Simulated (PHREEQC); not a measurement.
Solution (25 °C): 0.0028 mol/kgw HCl, 0.00021 mol/kgw Al2(SO4)3 and 0.02 mol/kgw NiSO4. Closed to the air; pH follows from the charge balance.

Model: ion-association model, wateq4f.dat, run in PHREEQC.

```json
{
  "pH": "2.82",
  "ionic_strength": "0.0555 mol/kgw",
  "total_alkalinity": "-2.80 meq/kg"
}
```

```
species     molality  activity   log γ
----------  --------  --------  ------
Ni+2          0.0135   0.00594  -0.355
SO4-2         0.0127   0.00568  -0.349
NiSO4        0.00650   0.00658   0.006
Cl-          0.00276   0.00222  -0.094
H+           0.00178   0.00151  -0.071
HSO4-        0.00102  0.000834  -0.089
AlSO4+      0.000305  0.000248  -0.089
Al+3         6.00e-5   1.38e-5  -0.638
Al(SO4)2-    5.48e-5   4.46e-5  -0.089
NiCl+        4.07e-5   3.32e-5  -0.089
Ni(SO4)2-2   4.55e-6   2.01e-6  -0.355
NiCl2        2.64e-7   2.68e-7   0.006
AlOH+2       1.99e-7   9.09e-8  -0.339
AlHSO4+2     7.53e-8   3.32e-8  -0.355
```

This is a speciation only: nothing precipitates in the calculation. Complexes and solids missing from the database can't appear.
